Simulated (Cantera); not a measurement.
A closed system holds: 1 mol HgO, 30 mol H2, at 525 K and 7.50 Torr.

Method: chemical equilibrium by Gibbs-energy minimisation in Cantera with the NASA 1993 tables (ideal gas, pure condensed phases). Candidate condensed phases: H2O, Hg, HgO; 10 gas species. Rates play no part.

Base state: H2 0.935, H2O 0.0323, Hg 0.0323 (mole fractions); condensed: gas only.

Q: What changes in the equilibrium state with this change: H2 from 30 to 0.55 mol?

A: 
```tsv
species	before	after
Hg	0.0323	0.503
H2O	0.0323	0.490
O2	<1e-9	0.00652
H2	0.935	<1e-9
HgO(s), mol	0	0.435
```
